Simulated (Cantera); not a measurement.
Premixed flame

A freely propagating, adiabatic, planar premixed flame of 33.5 % H2, 14.0 % O2, 52.6 % N2, equivalence ratio 1.2, unburnt at 573 K and 7500 Torr; multicomponent+Soret transport, grid criteria slope 0.08 and curve 0.16, no radiation.

Cantera simulation using the H2/O2 subset of GRI-Mech 3.0, which has no nitrogen chemistry; the numbers are that mechanism's predictions, not measurements. The hydrogen kinetics of GRI-Mech 3.0 are dated; newer H2 mechanisms differ, most at raised pressure. Burning velocities carry a grid error of a few per cent, more on coarse grids.

| z (mm) | T (K) | u (m/s) | x H2 | x O2 | x H2O | x H2O2 | x H | x HO2 |
|---|---|---|---|---|---|---|---|---|
| -0.0707 | 573 | 6.28 | 0.335 | 0.140 | <1e-8 | <1e-8 | <1e-8 | <1e-8 |
| -0.0471 | 573 | 6.28 | 0.335 | 0.140 | 2.25e-7 | <1e-8 | <1e-8 | 1.58e-8 |
| -0.0354 | 573 | 6.27 | 0.334 | 0.140 | 1.82e-6 | <1e-8 | <1e-8 | 1.54e-7 |
| -0.0236 | 575 | 6.25 | 0.329 | 0.141 | 4.16e-5 | 2.29e-7 | <1e-8 | 4.84e-6 |
| -0.0118 | 642 | 6.64 | 0.290 | 0.147 | 0.00421 | 3.57e-5 | 3.48e-5 | 0.000685 |
| -0.00589 | 975 | 9.72 | 0.240 | 0.136 | 0.0395 | 0.000137 | 0.00241 | 0.00129 |
| 0 | 1463 | 14.3 | 0.172 | 0.0964 | 0.123 | 3.48e-5 | 0.0145 | 0.000612 |
| 0.00589 | 1804 | 17.6 | 0.112 | 0.0509 | 0.205 | 5.61e-6 | 0.0273 | 0.000271 |
| 0.0118 | 1992 | 19.3 | 0.0826 | 0.0260 | 0.249 | 3.63e-6 | 0.0308 | 0.000122 |
| 0.0236 | 2177 | 21.0 | 0.0678 | 0.0110 | 0.277 | 2.18e-6 | 0.0263 | 4.35e-5 |
| 0.0471 | 2335 | 22.3 | 0.0639 | 0.00596 | 0.293 | 1.41e-6 | 0.0179 | 1.95e-5 |
| 0.0943 | 2455 | 23.3 | 0.0610 | 0.00324 | 0.305 | 9.27e-7 | 0.0111 | 8.59e-6 |
| 0.189 | 2533 | 23.9 | 0.0585 | 0.00157 | 0.314 | 5.57e-7 | 0.00687 | 3.39e-6 |
x: mole fraction of selected species; z is measured from the peak of heat release.

| Item | Value |
|---|---|
| laminar burning velocity | 628 cm/s |
| thermal thickness | 0.0236 mm |
| peak x(H2O2) | 0.000137 |
| peak x(H) | 0.0308 |
| peak x(HO2) | 0.00147 |
| grid points | 111 |
